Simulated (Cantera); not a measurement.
## Reactions in the system H-O-Pb

Source: NASA polynomial tables (part measured, part estimated), evaluated in Cantera. Values are per mole of reaction as written; species without (g) are pure solids or liquids, kept so even where they would boil at 1 bar.

H2O(g) + PbO = Pb(g) + H2O2(g)

| T (K) | ΔH° (kJ) | ΔS° (J/K) | ΔG° (kJ) | log10 K |
|---|---|---|---|---|
| 1548 | 471.6 | 103.4 | 311.6 | -10.52 |
| 1648 | 469.5 | 102.1 | 301.4 | -9.55 |
| 1748 | 467.5 | 100.9 | 291.2 | -8.70 |
| 1848 | 465.6 | 99.8 | 281.2 | -7.95 |
| 1948 | 463.8 | 98.8 | 271.2 | -7.27 |
| 2048 | 462.0 | 97.9 | 261.4 | -6.67 |
| 2148 | 460.3 | 97.1 | 251.7 | -6.12 |
